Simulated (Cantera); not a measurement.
Input: 1 mol Si, 0.042 mol N₂O, 6.7 mol H₂, equilibrated at 133 Pa.

Cantera equilibrium calculation (NASA polynomials, part measured and part estimated; ideal gas, pure solids and liquids). Candidate condensed phases: H₂O, Si, SiO₂, Si₂N₂O, Si₃N₄; 35 gas species. Mutual solubility and eutectic melting of coexisting phases are not modelled. The tables' values for SiN are old estimates; treat these amounts as uncertain. Gases not in the tables: Si₂H₆ and higher silanes. Equilibrium is a limit: real reactors are often held back by kinetics, nucleation or transport.

x: gas mole fraction; n: condensed amount in mol.

| T (°C) | x H₂ | x Si | x H | x SiO | x N₂ | n Si(s) | n Si₂N₂O(s) | n Si(l) |
|---|---|---|---|---|---|---|---|---|
| 875 | 1.000 | 1.37e-10 | 1.96e-6 | 1.83e-7 | 1.83e-7 | 0.916 | 0.0420 | 0 |
| 950 | 1.000 | 2.41e-9 | 8.23e-6 | 2.64e-6 | 2.64e-6 | 0.916 | 0.0420 | 0 |
| 1025 | 1.000 | 3.05e-8 | 2.93e-5 | 2.78e-5 | 2.78e-5 | 0.916 | 0.0418 | 0 |
| 1100 | 0.999 | 2.91e-7 | 9.12e-5 | 0.000226 | 0.000226 | 0.918 | 0.0405 | 0 |
| 1175 | 0.997 | ___ | ___ | ___ | ___ | 0.926 | ___ | 0 |
| 1250 | 0.987 | 1.35e-5 | 0.000629 | 0.00619 | 0.00619 | 0.958 | 0 | 0 |
| 1325 | 0.986 | 7.01e-5 | 0.00145 | 0.00619 | 0.00619 | 0.957 | 0 | 0 |
| 1400 | 0.984 | 0.000313 | 0.00309 | 0.00618 | 0.00618 | 0.956 | 0 | 0 |
| 1475 | 0.980 | 0.00109 | 0.00620 | 0.00616 | 0.00616 | 0 | 0 | 0.950 |
| 1550 | 0.973 | 0.00332 | 0.0117 | 0.00613 | 0.00613 | 0 | 0 | 0.934 |
| 1625 | 0.957 | 0.00921 | 0.0209 | 0.00607 | 0.00606 | 0 | 0 | 0.890 |
| 1700 | 0.928 | 0.0237 | 0.0356 | 0.00593 | 0.00591 | 0 | 0 | 0.781 |
| 1775 | 0.873 | ___ | ___ | 0.00565 | 0.00561 | 0 | 0 | ___ |
| 1850 | 0.786 | 0.113 | 0.0871 | 0.00521 | 0.00515 | 0 | 0 | 0 |

Question: Some entries are withheld; supply them.

Answer: 
- 1775, x Si: 0.0567
- 1775, x H: 0.0573
- 1775, n Si(l): 0.514
- 1175, x Si: 2.19e-6
- 1175, x H: 0.000252
- 1175, x SiO: 0.00147
- 1175, x N₂: 0.00147
- 1175, n Si₂N₂O(s): 0.0321
